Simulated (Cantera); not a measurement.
Feed: 1 mol Al(CH₃)₃, 16 mol H₂O, 6 mol H₂, equilibrated at 1823.15 K and 27.0 Pa.

These are equilibrium values from Cantera (NASA tables, ideal gas, pure condensed phases), not measurements of a reactor. Candidate condensed phases: Al, Al₂O₃, C, C₆H₆, C₇H₈, C₈H₁₈, H₂O; 121 gas species. The feed counts by its element totals alone. Equilibrium is a limit: real reactors are often held back by kinetics, nucleation or transport.

Base state: H₂ 0.510, H₂O 0.369, CO 0.0850, H 0.0189, CO₂ 0.0157, OH 0.000950, O 2.70e-5 (mole fractions); condensed: Al₂O₃(s).

Problem. What changes in the equilibrium state with this change: temperature from 1823.15 K to 698 K?

Solution. 
```tsv
species	before	after
H₂	0.510	0.593
H₂O	0.369	0.305
CO₂	0.0157	0.0846
CO	0.0850	0.0171
H	0.0189	<1e-9
OH	0.000950	<1e-9
O	2.70e-5	<1e-9
Al₂O₃(s), mol	0.500	0.500
```
